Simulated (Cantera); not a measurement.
Input: 1 mol Cu, 9.5 mol HF, 0.7 mol N2, equilibrated at 1.00 bar.

Equilibrium computed with Cantera from the NASA thermochemical tables; the gas is ideal and each condensed phase is pure. Candidate condensed phases: Cu, CuF2; 25 gas species. Equilibrium is a limit: real reactors are often held back by kinetics, nucleation or transport.

log p: log10 of the partial pressure in bar; n: condensed amount in mol.

```json
[
 {"T (K)": "700", "log p HF": "-0.03", "log p N2": "-1.16", "log p CuF": "-10.43", "log p H2": "-9.27", "log p H2F2": "-3.81", "log p Cu": "<-12", "log p CuF2": "-10.70", "n Cu(s)": "1.00", "n Cu(l)": "0"},
 {"T (K)": "800", "log p HF": "-0.03", "log p N2": "-1.16", "log p CuF": "-8.42", "log p H2": "-8.50", "log p H2F2": "-4.08", "log p Cu": "<-12", "log p CuF2": "-8.89", "n Cu(s)": "1.00", "n Cu(l)": "0"},
 {"T (K)": "900", "log p HF": "-0.03", "log p N2": "-1.16", "log p CuF": "-7.13", "log p H2": "-7.34", "log p H2F2": "-4.30", "log p Cu": "<-12", "log p CuF2": "-8.04", "n Cu(s)": "1.000", "n Cu(l)": "0"},
 {"T (K)": "1000", "log p HF": "-0.03", "log p N2": "-1.16", "log p CuF": "-6.12", "log p H2": "-6.38", "log p H2F2": "-4.47", "log p Cu": "-10.81", "log p CuF2": "-7.39", "n Cu(s)": "1.000", "n Cu(l)": "0"},
 {"T (K)": "1100", "log p HF": "-0.03", "log p N2": "-1.16", "log p CuF": "-5.30", "log p H2": "-5.58", "log p H2F2": "-4.60", "log p Cu": "-9.23", "log p CuF2": "-6.87", "n Cu(s)": "1.000", "n Cu(l)": "0"},
 {"T (K)": "1200", "log p HF": "-0.03", "log p N2": "-1.16", "log p CuF": "-4.63", "log p H2": "-4.92", "log p H2F2": "-4.72", "log p Cu": "-7.91", "log p CuF2": "-6.45", "n Cu(s)": "1.000", "n Cu(l)": "0"},
 {"T (K)": "1300", "log p HF": "-0.03", "log p N2": "-1.16", "log p CuF": "[?]", "log p H2": "[?]", "log p H2F2": "[?]", "log p Cu": "[?]", "log p CuF2": "[?]", "n Cu(s)": "0.999", "n Cu(l)": "0"},
 {"T (K)": "1400", "log p HF": "-0.03", "log p N2": "-1.16", "log p CuF": "[?]", "log p H2": "[?]", "log p H2F2": "[?]", "log p Cu": "[?]", "log p CuF2": "[?]", "n Cu(s)": "0", "n Cu(l)": "0.997"},
 {"T (K)": "1500", "log p HF": "-0.03", "log p N2": "-1.16", "log p CuF": "-3.19", "log p H2": "-3.48", "log p H2F2": "-4.95", "log p Cu": "-5.08", "log p CuF2": "-5.53", "n Cu(s)": "0", "n Cu(l)": "0.993"}
]
```

Some entries are withheld; supply them.


- 1300, log p CuF: -4.06
- 1300, log p H2: -4.35
- 1300, log p H2F2: -4.81
- 1300, log p Cu: -6.80
- 1300, log p CuF2: -6.09
- 1400, log p CuF: -3.58
- 1400, log p H2: -3.88
- 1400, log p H2F2: -4.89
- 1400, log p Cu: -5.87
- 1400, log p CuF2: -5.79
